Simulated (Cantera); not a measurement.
A closed system holds: 1 mol Ti(OiPr)₄, 0.14 mol C₃H₈, 0.0009 mol H₂O, equilibrated at 97.5 Torr.

Equilibrium computed with Cantera from the NASA thermochemical tables; the gas is ideal and each condensed phase is pure. Candidate condensed phases: C, C₆H₆, C₇H₈, C₈H₁₈, H₂O, Ti, TiC, TiO, TiO₂, Ti₂O₃, Ti₃O₅, Ti₄O₇; 113 gas species. The feed counts by its element totals alone. TiC: taken at fixed stoichiometry. Rates play no part.

At 2198 K, list the 5 most abundant gas species with their mole fractions, and the condensed phases.

H₂ 0.770, CO 0.214, H 0.0136, C₂H₂ (acetylene) 0.00195, CH₄ 2.04e-5. Condensed: C(graphite) + TiC(s).
